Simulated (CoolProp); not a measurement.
Model: reference Helmholtz-energy equation of state, Thol 2018, in CoolProp.

**Question.** Give the vapour pressure (MPa), liquid density (kg/m³), vapour density (kg/m³), liquid cp (kJ/(kg K)) of saturated hydrogen chloride at 263, 273.4, 304.7 K.

**Answer.** 
```tsv
T (K)	p (MPa)	liquid density (kg/m³)	vapour density (kg/m³)	liquid cp (kJ/(kg K))
263	1.97	966	41.6	1.92
273.4	2.61	927	56.1	2.04
304.7	5.47	768	140	3.14
```
